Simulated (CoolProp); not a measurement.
The fluoroketone C6F12O (FK-5-1-12) along the isotherm 500 K: density (kg/m³) from the reference equation and from simpler models built on Tc = 441.8 K, pc = 18.69 bar, ω = 0.471; each cubic takes its own stable root.

Values from CoolProp's reference Helmholtz-energy equation of state, McLinden 2015.

```tsv
p (bar)	phase	reference	Redlich-Kwong	Soave-Redlich-Kwong
0.296	gas	2.258	2.259	2.258
0.607	gas	4.648	4.651	4.646
1.25	gas	9.645	9.657	9.638
2.56	gas	20.07	20.13	20.04
5.26	gas	42.67	42.95	42.54
10.8	gas	94.61	96.30	93.97
22.2	supercritical	237.9	253.5	231.4
45.5	supercritical	699.7	711.7	609.3
93.5	supercritical	1011	990.2	931.9
```
